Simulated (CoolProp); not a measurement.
A simple Rankine cycle with R236EA: condensing at 331.15 K, boiler at 2.81 MPa, turbine inlet 411 K, turbine efficiency 0.9, pump efficiency 0.6, no recuperator. Each further row changes one setting.

Values from CoolProp's reference Helmholtz-energy equation of state, Rui 2013.

```csv
case,thermal efficiency (%),net work (kJ/kg),heat in (kJ/kg),turbine exit temperature (K),volume ratio over the turbine
as stated,11.0,20.2,184,[?],[?]
condensing temperature 323.15 K,12.2,23.7,194,352.8,8.04
boiler pressure 1.97 MPa,9.2,18.4,200,[?],3.80
turbine efficiency 0.8,9.6,17.7,184,360.6,6.46
```

Q: Fill in the missing entries.

A: 
- as stated, turbine exit temperature (K): 358.1
- as stated, volume ratio over the turbine: 6.39
- boiler pressure 1.97 MPa, turbine exit temperature (K): 376.0
